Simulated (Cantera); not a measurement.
Source: NASA polynomial tables (part measured, part estimated), evaluated in Cantera. Values are per mole of reaction as written; species without (g) are pure solids or liquids, kept so even where they would boil at 1 bar.

**Question.** Between 1050 and 1400 K, where is each reaction favourable under standard conditions?
- NaCl(g) = Cl(g) + Na

**Answer.** 
- NaCl(g) = Cl(g) + Na: ΔG° is 303 kJ at 1050 K and 298 kJ at 1400 K; it stays positive (K < 1). ΔH° is 321 kJ and ΔS° 17 J/K at 1400 K.
